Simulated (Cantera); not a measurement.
Input: 1 mol Si, 2.1 mol F2, 11 mol N2, equilibrated at 1550 K and 210 Torr.

Cantera equilibrium calculation (NASA polynomials, part measured and part estimated; ideal gas, pure solids and liquids). Candidate condensed phases: Si, Si3N4; 16 gas species. The numbers say what is thermodynamically allowed, not how fast it happens.

Base state: N2 0.902, SiF4 0.0820, F 0.0164 (mole fractions); condensed: gas only.

**Question.** What changes in the equilibrium state with this change: temperature from 1550 K to 748 K?

**Answer.** 
| species | before | after |
|---|---|---|
| N2 | 0.902 | 0.910 |
| SiF4 | 0.0820 | 0.0829 |
| NF3 | <1e-9 | 0.00343 |
| F | 0.0164 | 0.000364 |
| F2 | 6.56e-6 | 0.00296 |
